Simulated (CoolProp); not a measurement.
m-xylene at several states: Z from the reference equation and from simpler models built on Tc = 616.9 K, pc = 3535 kPa, ω = 0.326; each cubic takes its own stable root.

The numbers come from the reference Helmholtz-energy equation of state, Zhou 2012 in CoolProp.

```
T (K)  p (kPa)   phase  reference  van der Waals  Redlich-Kwong  Soave-Redlich-Kwong  Peng-Robinson
-----  -------  ------  ---------  -------------  -------------  -------------------  -------------
234.2     1590  liquid    0.09479         0.1695            [?]                  [?]         0.1001
313       1830  liquid        [?]         0.1551            [?]               0.1020        0.09073
326.6     1960  liquid    0.09157            [?]         0.1092                  [?]        0.09413
```

Question: Some entries are withheld; supply them.

Answer: 
- 234.2, Redlich-Kwong: 0.1139
- 234.2, Soave-Redlich-Kwong: 0.1121
- 313, reference: 0.08799
- 313, Redlich-Kwong: 0.1049
- 326.6, van der Waals: 0.1611
- 326.6, Soave-Redlich-Kwong: 0.1059
